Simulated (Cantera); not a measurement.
What does this Cantera script print?

```python
import numpy as np
import cantera as ct

surf = ct.Interface("ptcombust.yaml", "Pt_surf")
gas = surf.adjacent["gas"]
gas.TPX = 300, 4200, {'CH4': 0.015, 'O2': 0.071, 'N2': 0.79}
jet = ct.ImpingingJet(gas=gas, width=0.074, surface=surf)
jet.inlet.mdot, jet.inlet.T, jet.inlet.X = 0.041, 300, {'CH4': 0.015, 'O2': 0.071, 'N2': 0.79}
jet.set_refine_criteria(ratio=10, slope=0.2, curve=0.3)
show, cover = ['CH4', 'O2', 'H2O', 'OH', 'CO', 'CO2'], ["PT(S)", "H(S)", "O(S)", "OH(S)", "CO(S)", "C(S)"]

rows = []
print(f"{'Ts/K':>7s}" + "".join(f"{s:>11s}" for s in show + cover) + "   (gas at the wall, coverages)")
for i, Ts in enumerate([900, 950, 1000, 1050, 1100, 1150]):
    jet.surface.T = Ts
    if i == 0:
        surf.TP = Ts, 4200
        surf.coverages = "PT(S):0.5, O(S):0.5"
        surf.advance_coverages(1.0)
        jet.set_initial_guess(products="inlet")
    jet.solve(loglevel=0, auto=(i == 0))
    rows.append([*(jet.X[gas.species_index(s), -1] for s in show), *surf[cover].coverages])
    print(f"{Ts:7g}" + "".join(f"{x:11.3e}" for x in rows[-1]))
```

It prints:

```
   Ts/K        CH4         O2        H2O         OH         CO        CO2      PT(S)       H(S)       O(S)      OH(S)      CO(S)       C(S)   (gas at the wall, coverages)
    900  1.024e-02  6.644e-02  1.282e-02  2.889e-08  4.637e-06  8.413e-03  2.666e-01  6.078e-08  7.327e-01  6.838e-04  4.704e-06  1.673e-08
    950  7.905e-03  6.149e-02  1.713e-02  9.062e-08  4.999e-06  1.126e-02  3.437e-01  1.450e-07  6.556e-01  6.926e-04  3.385e-06  1.620e-08
   1000  6.117e-03  5.772e-02  2.040e-02  2.441e-07  5.309e-06  1.343e-02  4.206e-01  2.956e-07  5.787e-01  6.535e-04  2.367e-06  1.479e-08
   1050  4.835e-03  5.502e-02  2.272e-02  5.839e-07  5.690e-06  1.498e-02  4.950e-01  5.400e-07  5.044e-01  5.909e-04  1.669e-06  1.329e-08
   1100  3.933e-03  5.314e-02  2.433e-02  1.264e-06  6.228e-06  1.605e-02  5.651e-01  9.098e-07  4.344e-01  5.204e-04  1.210e-06  1.199e-08
   1150  3.291e-03  5.182e-02  2.544e-02  2.514e-06  6.988e-06  1.679e-02  6.303e-01  1.447e-06  3.692e-01  4.504e-04  9.091e-07  1.101e-08
```

Model: Deutschmann's 1995 Pt surface mechanism with GRI-Mech 3.0 gas chemistry, integrated in Cantera. Catalytic surfaces can have several steady states; this one follows from the mechanism file's or the stated starting coverage.
